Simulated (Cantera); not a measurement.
Cantera run, input and output.

```python
import numpy as np
import cantera as ct

gas = ct.Solution("gri30.yaml")
gas.TPX = 1223, 340000, {'CO': 0.0059, 'O2': 0.0027, 'H2O': 0.00021, 'N2': 1}
reactor = ct.IdealGasConstPressureReactor(gas, energy="off", clone=False)
net = ct.ReactorNet([reactor])
net.rtol, net.atol = 1e-08, 1e-18
show = ['CO', 'O2', 'H2O', 'OH', 'NO']
times = np.geomspace(4e-05, 300, 10)

steps = ct.SolutionArray(gas, extra=["t"])
rows = []
print(f"{'t/s':>10s}{'T/K':>9s}{'P/Pa':>11s}" + "".join(f"{s:>11s}" for s in show))
for t in times:
    while net.time < t:
        t_next = net.step()
        steps.append(gas.state, t=t_next)
    rows.append([np.interp(t, steps.t, y) for y in (steps.T, steps.P, *steps(*show).X.T)])
    print(f"{t:10.3e}{rows[-1][0]:9.1f}{rows[-1][1]:11.4g}" + "".join(f"{x:11.3e}" for x in rows[-1][2:]))
rate = np.gradient(steps.T, steps.t)
print("integrator steps:", len(steps.t))
if steps.T.max() > steps.T[0] + 200:
    print(f"time of steepest temperature rise: {steps.t[rate.argmax()]:.4e} s")
gas.TPX = 1223, 340000, {'CO': 0.0059, 'O2': 0.0027, 'H2O': 0.00021, 'N2': 1}
gas.equilibrate("TP")
print(f"equilibrium (TP): T = {gas.T:.1f} K  " + "  ".join(f"{s} {gas[s].X[0]:.3e}" for s in show))
```

It prints:

```
       t/s      T/K       P/Pa         CO         O2        H2O         OH         NO
 4.000e-05   1223.0    3.4e+05  5.848e-03  2.676e-03  2.082e-04  5.024e-13  5.166e-19
 2.322e-04   1223.0    3.4e+05  5.848e-03  2.676e-03  2.082e-04  6.973e-12  2.077e-17
 1.349e-03   1223.0    3.4e+05  5.848e-03  2.676e-03  2.082e-04  9.361e-11  6.835e-16
 7.830e-03   1223.0    3.4e+05  5.847e-03  2.676e-03  2.081e-04  1.065e-08  2.228e-13
 4.546e-02   1223.0    3.4e+05  3.093e-03  1.290e-03  1.968e-04  2.190e-06  2.242e-07
 2.640e-01   1223.0    3.4e+05  4.931e-04  3.625e-06  1.959e-04  4.075e-07  9.077e-07
 1.533e+00   1223.0    3.4e+05  4.857e-04  5.439e-08  1.965e-04  1.392e-08  8.458e-07
 8.899e+00   1223.0    3.4e+05  4.856e-04  6.480e-09  1.966e-04  2.489e-09  7.808e-07
 5.167e+01   1223.0    3.4e+05  4.855e-04  2.186e-10  1.966e-04  1.043e-09  6.839e-07
 3.000e+02   1223.0    3.4e+05  4.853e-04  4.111e-12  1.965e-04  5.944e-10  4.779e-07
integrator steps: 2011
equilibrium (TP): T = 1223.0 K  CO 4.848e-04  O2 3.230e-14  H2O 1.966e-04  OH 8.345e-11  NO 1.029e-10
```

Cantera simulation using GRI-Mech 3.0 (53 species, 325 reactions); the numbers are that mechanism's predictions, not measurements.
